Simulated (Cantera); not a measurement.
## Equilibrium for silicon oxide and oxynitride deposition: SiF4 + O2

A closed system holds: 1 mol SiF4, 8.2 mol O2, at 0.00133 bar.

Cantera equilibrium calculation (NASA polynomials, part measured and part estimated; ideal gas, pure solids and liquids). Candidate condensed phases: Si, SiO2; 17 gas species. The tables' values for SiF3, SiO2 are old estimates; treat these amounts as uncertain. The tables hold silica as quartz up to 1696 K and as liquid above; real silica turns to tridymite and cristobalite and melts near 1996 K. Kinetics and transport are ignored.

```
T (K)  log p O2  log p SiF4  log p O  log p F  log p SiF3  log p SiO  log p SiO2  n SiO2(condensed)
-----  --------  ----------  -------  -------  ----------  ---------  ----------  -----------------
798       -2.93       -3.84   -14.60   -14.86        <-14       <-14        <-14                  0
898       -2.93       -3.84   -12.76   -13.92        <-14       <-14        <-14                  0
998       -2.93       -3.84   -11.29   -12.41        <-14       <-14        <-14                  0
1098      -2.93       -3.84   -10.09   -11.17      -13.25       <-14        <-14                  0
1198      -2.93       -3.84    -9.08   -10.13      -11.86       <-14        <-14                  0
1298      -2.93       -3.84    -8.23    -9.25      -10.69       <-14        <-14                  0
1398      -2.93       -3.84    -7.50    -8.50       -9.69       <-14      -13.17                  0
1498      -2.93       -3.84    -6.87    -7.85       -8.82     -13.06      -11.70                  0
1598      -2.93       -3.84    -6.31    -7.28       -8.07     -11.34      -10.41                  0
1698      -2.93       -3.84    -5.82    -6.77       -7.40      -9.82       -9.27           0.000220
1798      -2.93       -3.84    -5.39    -6.32       -6.82      -8.49       -8.28           0.000509
1898      -2.93       -3.84    -5.00    -5.91       -6.29      -7.30       -7.40           0.000617
```
log p: log10 of the partial pressure in bar; n: condensed amount in mol.

From 798 K to 1598 K nothing is condensed. From 1698 K to 1898 K the condensed part is SiO2(condensed). The main Si-bearing gas is SiF4 throughout.
